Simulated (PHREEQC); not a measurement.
Model water analysis in mg/kgw, 10 °C, pH 3.77, pe 8.1: Na 232; K 24; Ca 849; Mg 38.8; Cl 602; S(6) as SO4 1910; Fe(3) 4.32; Br 16.9; O(0) (dissolved oxygen) 8.32; Li 0.136.

Valence states are taken as typed.

Computed with PHREEQC (ion-association model, phreeqc.dat).

Precipitation was switched off in this run.

Estimate the ionic strength, charge-balance error, density.

ionic strength 0.0739 mol/kgw; charge-balance error -0.2 %; density 1.003 g/cm³.

In which forms is Na present?

Na+ 98 %, NaSO4- 2.4 % of the Na.

Examples of supersaturated solids here: Jarosite-K, Gypsum. Others may be too. Constants without temperature data keep their 25 °C values here.
